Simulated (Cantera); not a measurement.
An isothermal plug-flow reactor at 900 K and 2.30 bar (inlet), inlet velocity 0.6 m/s, active area per volume 210 1/m; feed 1.72 % CH4, 1.47 % O2, 96.8 % N2, equivalence ratio 2.3.

Computed with Cantera and Deutschmann's 1995 Pt surface mechanism with GRI-Mech 3.0 gas chemistry. Catalytic surfaces can have several steady states; this one follows from the mechanism file's or the stated starting coverage. Mass transfer to the wall is taken as infinitely fast.

x: gas mole fraction; θ: surface coverage.

| z (m) | x CH4 | x O2 | x H2O | x CO2 | x CO | θ free Pt | θ O* | θ OH* |
|---|---|---|---|---|---|---|---|---|
| 5.8e-05 | 0.0171 | 0.0147 | 3.05e-5 | 1.42e-5 | 9.99e-7 | 0.166 | 0.834 | 0.000463 |
| 9.6e-05 | 0.0171 | 0.0147 | 5.04e-5 | 2.37e-5 | 1.56e-6 | 0.166 | 0.834 | 0.000493 |
| 0.00016 | 0.0171 | 0.0146 | 8.42e-5 | 3.97e-5 | 2.37e-6 | 0.166 | 0.833 | (withheld) |
| 0.00027 | 0.0171 | 0.0146 | 0.000142 | 6.77e-5 | 3.43e-6 | 0.166 | 0.833 | (withheld) |
| 0.00045 | 0.0170 | 0.0145 | 0.000238 | 0.000114 | 4.53e-6 | 0.167 | 0.832 | (withheld) |
| 0.00074 | 0.0170 | 0.0143 | 0.000392 | 0.000191 | 5.39e-6 | 0.168 | 0.831 | (withheld) |
| 0.0012 | 0.0168 | 0.0141 | 0.000639 | 0.000314 | 5.80e-6 | 0.169 | 0.830 | (withheld) |
| 0.0021 | 0.0166 | 0.0136 | 0.00113 | 0.000558 | 5.87e-6 | 0.171 | 0.827 | (withheld) |
| 0.0035 | 0.0162 | 0.0128 | 0.00191 | 0.000947 | 5.81e-6 | 0.175 | 0.823 | (withheld) |
| 0.0058 | 0.0155 | 0.0115 | 0.00325 | 0.00162 | 5.71e-6 | 0.184 | 0.814 | (withheld) |

**Question.** Fill in the missing entries.

**Answer.** 
- 0.00016, θ OH*: 0.000539
- 0.00027, θ OH*: 0.000610
- 0.00045, θ OH*: 0.000712
- 0.00074, θ OH*: 0.000852
- 0.0012, θ OH*: 0.00104
- 0.0021, θ OH*: 0.00134
- 0.0035, θ OH*: 0.00172
- 0.0058, θ OH*: 0.00226
